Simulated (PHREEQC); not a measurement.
23 g of hydrous ferric oxide (600 m²/g; 0.2 weak and 0.005 strong sites per Fe, Dzombak-Morel constants, diffuse double layer) in 1 kg of water with 0.1 mol/kgw of an inert sodium salt and 0.8 mmol/kgw MnCl2 and 20 mmol/kgw PbCl2, at 25 °C; the pH is set by adding NaOH or the inert anion's acid. The system is closed to oxygen. No CO2 enters from the air. Precipitation was switched off in this run.

The numbers come from PHREEQC with the ion-association model, wateq4f.dat.

```json
[
 {"pH": "4", "Mn sorbed (%)": "0.0", "Pb sorbed (%)": "15.2", "surface charge σ (C/m²)": "0.338", "surface potential ψ (mV)": "136"},
 {"pH": "4.67", "Mn sorbed (%)": "0.0", "Pb sorbed (%)": "61.5", "surface charge σ (C/m²)": "0.286", "surface potential ψ (mV)": "132"},
 {"pH": "5.33", "Mn sorbed (%)": "0.4", "Pb sorbed (%)": "94.1", "surface charge σ (C/m²)": "0.228", "surface potential ψ (mV)": "123"},
 {"pH": "6", "Mn sorbed (%)": "3.8", "Pb sorbed (%)": "99.4", "surface charge σ (C/m²)": "0.173", "surface potential ψ (mV)": "109"},
 {"pH": "6.67", "Mn sorbed (%)": "26.0", "Pb sorbed (%)": "99.9", "surface charge σ (C/m²)": "0.126", "surface potential ψ (mV)": "93"},
 {"pH": "7.33", "Mn sorbed (%)": "74.4", "Pb sorbed (%)": "100.0", "surface charge σ (C/m²)": "0.085", "surface potential ψ (mV)": "74"},
 {"pH": "8", "Mn sorbed (%)": "96.5", "Pb sorbed (%)": "100.0", "surface charge σ (C/m²)": "0.049", "surface potential ψ (mV)": "50"},
 {"pH": "8.67", "Mn sorbed (%)": "99.7", "Pb sorbed (%)": "100.0", "surface charge σ (C/m²)": "0.020", "surface potential ψ (mV)": "23"},
 {"pH": "9.33", "Mn sorbed (%)": "100.0", "Pb sorbed (%)": "100.0", "surface charge σ (C/m²)": "-0.004", "surface potential ψ (mV)": "-5"},
 {"pH": "10", "Mn sorbed (%)": "100.0", "Pb sorbed (%)": "100.0", "surface charge σ (C/m²)": "-0.029", "surface potential ψ (mV)": "-31"},
 {"pH": "10.67", "Mn sorbed (%)": "100.0", "Pb sorbed (%)": "100.0", "surface charge σ (C/m²)": "-0.053", "surface potential ψ (mV)": "-51"},
 {"pH": "11.33", "Mn sorbed (%)": "100.0", "Pb sorbed (%)": "100.0", "surface charge σ (C/m²)": "-0.070", "surface potential ψ (mV)": "-63"},
 {"pH": "12", "Mn sorbed (%)": "100.0", "Pb sorbed (%)": "95.5", "surface charge σ (C/m²)": "-0.089", "surface potential ψ (mV)": "-71"}
]
```
